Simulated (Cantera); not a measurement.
An adiabatic, constant-volume homogeneous reactor starts with CH4 : O2 : N2 = 1 : 0.952 : 9.52 (molar parts), at 1500 K and 4050 Torr. Integrator tolerance rtol = 1e-08.

Detailed kinetics in Cantera: GRI-Mech 3.0 (53 species, 325 reactions).

**Question.** What does this change do: pressure from 4050 Torr to 293 Torr?

**Answer.** 
```
quantity                                                              before                                      after
---------------------------------  -----------------------------------------  -----------------------------------------
time of steepest temperature rise                                    1.10 ms                                    7.01 ms
temperature at 2.00 s                                                 2246 K                                     2230 K
equilibrium temperature                                               2246 K                                     2230 K
x(CH4) at 2.00 s                   7.89e-10 (gas-phase equilibrium 8.91e-10)  4.34e-12 (gas-phase equilibrium 4.88e-12)
x(O2) at 2.00 s                      1.15e-7 (gas-phase equilibrium 1.15e-7)    1.33e-6 (gas-phase equilibrium 1.33e-6)
x(C2H4) at 2.00 s                      <1e-12 (gas-phase equilibrium <1e-12)      <1e-12 (gas-phase equilibrium <1e-12)
x(HCO) at 2.00 s                     1.03e-7 (gas-phase equilibrium 1.03e-7)    2.59e-8 (gas-phase equilibrium 2.59e-8)
x(NO) at 2.00 s                      1.02e-5 (gas-phase equilibrium 1.02e-5)    3.35e-5 (gas-phase equilibrium 3.35e-5)
x(HCN) at 2.00 s                     5.46e-7 (gas-phase equilibrium 5.46e-7)    3.89e-8 (gas-phase equilibrium 3.89e-8)
```

**Question.** What does this change do: N2 9.52 to 17 parts?

**Answer.** 
```
quantity                                                              before                                      after
---------------------------------  -----------------------------------------  -----------------------------------------
time of steepest temperature rise                                    1.10 ms                                    2.10 ms
temperature at 2.00 s                                                 2246 K                                     1982 K
equilibrium temperature                                               2246 K                                     1982 K
x(CH4) at 2.00 s                   7.89e-10 (gas-phase equilibrium 8.91e-10)  7.01e-10 (gas-phase equilibrium 7.94e-10)
x(O2) at 2.00 s                      1.15e-7 (gas-phase equilibrium 1.15e-7)    3.50e-9 (gas-phase equilibrium 3.50e-9)
x(C2H4) at 2.00 s                      <1e-12 (gas-phase equilibrium <1e-12)      <1e-12 (gas-phase equilibrium <1e-12)
x(HCO) at 2.00 s                     1.03e-7 (gas-phase equilibrium 1.03e-7)    1.59e-8 (gas-phase equilibrium 1.59e-8)
x(NO) at 2.00 s                      1.02e-5 (gas-phase equilibrium 1.02e-5)    1.19e-6 (gas-phase equilibrium 9.81e-7)
x(HCN) at 2.00 s                     5.46e-7 (gas-phase equilibrium 5.46e-7)    3.15e-7 (gas-phase equilibrium 2.59e-7)
```
